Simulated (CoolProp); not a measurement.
Properties of ethane at several states.

The numbers come from the reference Helmholtz-energy equation of state, Bücker 2006 in CoolProp.

| T (°C) | p (bar) | phase | cp (kJ/(kg K)) | cv (kJ/(kg K)) | Joule-Thomson coefficient (K/MPa) | isothermal compressibility (1/MPa) | viscosity (µPa s) | conductivity (mW/(m K)) |
|---|---|---|---|---|---|---|---|---|
| 40.65 | 1.07 | gas | 1.820 | 1.535 | 9.559 | 9.411 | 9.81 | 23.0 |
| 54.05 | 174 | supercritical | 3.235 | 1.775 | 0.4735 | 0.01390 | 50.0 | 84.8 |
| 119.35 | 9.23 | gas | 2.197 | 1.879 | 5.392 | 1.116 | 12.2 | 35.2 |
| 74.05 | 255 | supercritical | 3.055 | 1.843 | 0.2333 | 0.01021 | 52.0 | 88.6 |
| -39.85 | 35.9 | liquid | 2.704 | 1.493 | -0.2027 | 0.003980 | 98.6 | 127 |

Viscosity comes from a separate model (Friend 1991). Thermal conductivity comes from a separate model (Friend 1991).
